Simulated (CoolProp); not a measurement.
Saturation properties of sulfur hexafluoride (Tc = 318.7 K, pc = 3.755 MPa, ω = 0.210).

Values from CoolProp's reference Helmholtz-energy equation of state, Guder 2009.

```csv
T (K),p (MPa),liquid density (kg/m³),enthalpy of vaporisation (kJ/kg),surface tension (mN/m),liquid conductivity (mW/(m K))
230.6,(withheld),1810,107.6,10.5,74.6
235.6,0.3741,1784,105.3,9.72,73.2
240.7,(withheld),1757,102.9,8.96,71.8
245.7,0.5380,1730,100.5,8.24,70.3
250.8,0.6386,1701,97.79,7.51,68.8
255.8,0.7502,1671,95.03,6.81,67.3
260.9,(withheld),1640,92.04,6.12,65.7
265.9,1.019,1608,88.93,5.45,64.1
270.9,1.176,1574,85.60,4.80,62.5
276,1.353,1537,81.95,4.16,60.8
281,1.546,1499,78.07,3.55,59.1
286.1,1.762,1457,73.76,2.94,57.3
291.1,(withheld),1412,69.09,2.38,55.5
296.1,2.252,1362,63.86,1.84,53.6
301.2,2.538,1305,57.74,1.33,(withheld)
```

**Question.** What belongs in the gaps?

**Answer.** 
- 230.6, p (MPa): 0.3086
- 240.7, p (MPa): 0.4513
- 260.9, p (MPa): 0.8784
- 291.1, p (MPa): 1.996
- 301.2, liquid conductivity (mW/(m K)): 51.6

Thermal conductivity comes from a separate model (Assael 2012). Surface tension comes from a separate correlation (Mulero 2012).
